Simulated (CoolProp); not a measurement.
Vapour-liquid equilibrium of R22 (1) + R152A (2) at 229.2 K; x and y are mole fractions of (1).

The numbers come from the multi-fluid Helmholtz-energy mixture model, Kamei 1995 and Outcalt 1996; pair parameters Bell 2016 in CoolProp.

```json
[
 {"x": "0.05", "bubble pressure, mixture model (MPa)": "0.04016", "bubble pressure, Raoult's law (MPa)": "0.04079", "y, mixture model": "0.092", "y, Raoult's law": "0.107"},
 {"x": "0.2", "bubble pressure, mixture model (MPa)": "0.04590", "bubble pressure, Raoult's law (MPa)": "0.04813", "y, mixture model": "0.331", "y, Raoult's law": "0.363"},
 {"x": "0.35", "bubble pressure, mixture model (MPa)": "0.05222", "bubble pressure, Raoult's law (MPa)": "0.05547", "y, mixture model": "0.526", "y, Raoult's law": "0.551"},
 {"x": "0.5", "bubble pressure, mixture model (MPa)": "0.05928", "bubble pressure, Raoult's law (MPa)": "0.06280", "y, mixture model": "0.685", "y, Raoult's law": "0.695"},
 {"x": "0.65", "bubble pressure, mixture model (MPa)": "0.06710", "bubble pressure, Raoult's law (MPa)": "0.07014", "y, mixture model": "0.812", "y, Raoult's law": "0.809"},
 {"x": "0.8", "bubble pressure, mixture model (MPa)": "0.07554", "bubble pressure, Raoult's law (MPa)": "0.07748", "y, mixture model": "0.909", "y, Raoult's law": "0.901"},
 {"x": "0.95", "bubble pressure, mixture model (MPa)": "0.08433", "bubble pressure, Raoult's law (MPa)": "0.08481", "y, mixture model": "0.981", "y, Raoult's law": "0.977"}
]
```

The largest gap from Raoult's law is -5.9 % in bubble pressure, at x = 0.35. No azeotrope shows between x = 0.05 and 0.95.

The pair parameters rest on a limited set of measurements; away from them the model extrapolates.
